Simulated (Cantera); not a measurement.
**Premixed flame**

A freely propagating, adiabatic, planar premixed flame of 8.59 % CO, 8.59 % H2, 1.72 % CH4, 12.0 % O2, 49.3 % N2, 19.8 % H2O, equivalence ratio 1.0, unburnt at 648 K and 3.65 atm; multicomponent+Soret transport, grid criteria slope 0.08 and curve 0.16, no radiation.

Cantera simulation using GRI-Mech 3.0 (53 species, 325 reactions); the numbers are that mechanism's predictions, not measurements. Burning velocities carry a grid error of a few per cent, more on coarse grids.

| z (mm) | T (K) | u (m/s) | x CO | x H2 | x CH4 | x C2H6 | x NO | x CH2CO |
|---|---|---|---|---|---|---|---|---|
| -0.441 | 648 | 1.05 | 0.0861 | 0.0841 | 0.0172 | <1e-8 | <1e-8 | <1e-8 |
| -0.294 | 650 | 1.05 | 0.0864 | 0.0801 | 0.0173 | <1e-8 | <1e-8 | <1e-8 |
| -0.221 | 655 | 1.05 | 0.0869 | 0.0744 | 0.0173 | 5.17e-8 | <1e-8 | <1e-8 |
| -0.147 | 680 | 1.08 | 0.0877 | 0.0635 | 0.0170 | 4.64e-7 | <1e-8 | 4.71e-8 |
| -0.0735 | 876 | 1.37 | 0.0861 | 0.0437 | 0.0142 | 9.75e-6 | 1.21e-7 | 1.14e-6 |
| -0.0368 | 1186 | 1.85 | 0.0795 | 0.0319 | 0.00904 | 2.88e-5 | 5.31e-7 | 5.00e-6 |
| 0 | 1538 | 2.38 | 0.0655 | 0.0205 | 0.00251 | 7.18e-6 | 1.37e-6 | 6.51e-6 |
| 0.0368 | 1744 | 2.68 | 0.0464 | 0.0138 | 0.000209 | 7.10e-8 | 2.60e-6 | 1.11e-6 |
| 0.0735 | 1851 | 2.82 | 0.0322 | 0.0117 | 9.62e-6 | <1e-8 | 3.69e-6 | 6.48e-8 |
| 0.147 | 1961 | 2.96 | 0.0194 | 0.0101 | 2.79e-8 | <1e-8 | 5.21e-6 | <1e-8 |
| 0.294 | 2048 | 3.08 | 0.0125 | 0.00761 | <1e-8 | <1e-8 | 6.97e-6 | <1e-8 |
| 0.588 | 2104 | 3.15 | 0.00869 | 0.00528 | <1e-8 | <1e-8 | 8.91e-6 | <1e-8 |
| 1.18 | 2138 | 3.19 | 0.00612 | 0.00368 | <1e-8 | <1e-8 | 1.12e-5 | <1e-8 |
x: mole fraction of selected species; z is measured from the peak of heat release.

```json
{
 "laminar_burning_velocity": "105 cm/s",
 "thermal_thickness": "0.147 mm",
 "peak x(C2H6)": "2.91e-5",
 "peak x(CH2CO)": "7.40e-6",
 "grid_points": "132"
}
```
